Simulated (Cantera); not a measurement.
**CF4 + Si + Cl2 (fluorocarbon and chlorocarbon gases)**

Input: 1 mol CF4, 0.13 mol Si, 0.039 mol Cl2, equilibrated at 1.00 bar.

Cantera equilibrium calculation (NASA polynomials, part measured and part estimated; ideal gas, pure solids and liquids). Candidate condensed phases: C, Si, SiC; 41 gas species. The tables' values for SiF3, C2F4, SiF2 are old estimates; treat these amounts as uncertain. Gases not in the tables: C2F6 and larger saturated fluorocarbons. The numbers say what is thermodynamically allowed, not how fast it happens.

From 2575 K to 3175 K nothing is condensed. The main Si-bearing gas is SiF4 throughout.

```
T (K)  log p F  log p CF4  log p CF2  log p SiF4  log p Cl  log p CF  log p CF3
-----  -------  ---------  ---------  ----------  --------  --------  ---------
2575     -1.10      -0.29      -0.66       -1.00     -1.24     -2.78      -1.53
2675     -0.81      -0.37      -0.62       -1.04     -1.27     -2.64      -1.48
2775     -0.58      -0.51      -0.57       -1.10     -1.33     -2.45      -1.47
2875     -0.43      -0.74      -0.53       -1.17     -1.40     -2.22      -1.50
2975     -0.33      -1.07      -0.50       -1.25     -1.47     -1.96      -1.60
3075     -0.28      -1.48      -0.49       -1.30     -1.51     -1.70      -1.75
3175     -0.26      -1.93      -0.50       -1.33     -1.54     -1.46      -1.94
```
log p: log10 of the partial pressure in bar; nothing condenses.
